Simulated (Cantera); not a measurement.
Ignition delay

Mixture: CH4 : O2 : N2 = 1 : 1.82 : 6.84 (molar parts), equivalence ratio 1.1, at 16500 Torr, adiabatic and at constant volume. Ignition delay is the time to a rise of 400 K.

Model: GRI-Mech 3.0 (53 species, 325 reactions), integrated in Cantera. The pressure lies above the range GRI-Mech 3.0 was tuned for (to about 10 atm).

| T0 (K) | delay (ms) |
|---|---|
| 1300 | 0.622 |
| 1350 | 0.369 |
| 1400 | 0.224 |
| 1450 | 0.139 |
| 1500 | 0.0876 |
| 1550 | 0.0563 |
| 1600 | 0.0368 |
| 1650 | 0.0244 |
| 1700 | 0.0165 |
| 1750 | 0.0113 |

| Property | Result |
|---|---|
| apparent activation energy between 1650 and 1750 K | 180 kJ/mol |
